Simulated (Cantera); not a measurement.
Charge: 1 mol CaCO3, 1.5 mol O2, equilibrated at 1398.15 K and 1200 Pa.

These are equilibrium values from Cantera (NASA tables, ideal gas, pure condensed phases), not measurements of a reactor. Candidate condensed phases: C, Ca, CaCO3, CaO; 15 gas species. Equilibrium is a limit: real reactors are often held back by kinetics, nucleation or transport.

Task: What is the equilibrium state?

Result: 
| Item | Value |
|---|---|
| x(O2) | 0.600 |
| x(CO2) | 0.400 |
| x(O) | 6.50e-6 |
| x(CO) | 4.48e-6 |
| n(CaO(s)) | 1.00 mol |
| gas amount | 2.500 mol |
| log10 activity of C(graphite) (absent) | -14.98 |
| log10 activity of Ca(l) (absent) | -17.11 |
